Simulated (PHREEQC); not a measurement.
Buffer: an equilibrium model

Make-up at 65 °C: 63 mmol/kgw NH4Cl, 75 mmol/kgw K2HPO4 and 6.6 mmol/kgw KOH. Closed to the air; pH follows from the charge balance.

All values are PHREEQC results (ion-association model, phreeqc.dat), not measurements.

The pH is 7.75, the ionic strength is 0.269 mol/kgw and the activity of water comes out as 0.994. The specific conductance is 38700 µS/cm and the density comes out as 0.992 g/cm³. The total alkalinity is 81.6 meq/kg.

| species | molality | activity | log γ |
|---|---|---|---|
| K+ | 0.152 | 0.102 | -0.174 |
| HPO4-2 | 0.0653 | 0.0159 | -0.612 |
| Cl- | 0.0630 | 0.0425 | -0.171 |
| NH4+ | 0.0512 | 0.0324 | -0.199 |
| NH3 | 0.0118 | 0.0125 | 0.027 |
| H2PO4- | 0.00520 | 0.00370 | -0.148 |
| KHPO4- | 0.00445 | 0.00317 | -0.148 |
| PO4-3 | 2.74e-5 | 8.28e-7 | -1.519 |
| OH- | 1.07e-5 | 7.11e-6 | -0.178 |
| H+ | 2.27e-8 | 1.76e-8 | -0.112 |
| H3PO4 | 1.37e-8 | 1.46e-8 | 0.027 |

This is a speciation only: nothing precipitates in the calculation. Species that the database lacks are ignored. Constants without temperature data keep their 25 °C values here.
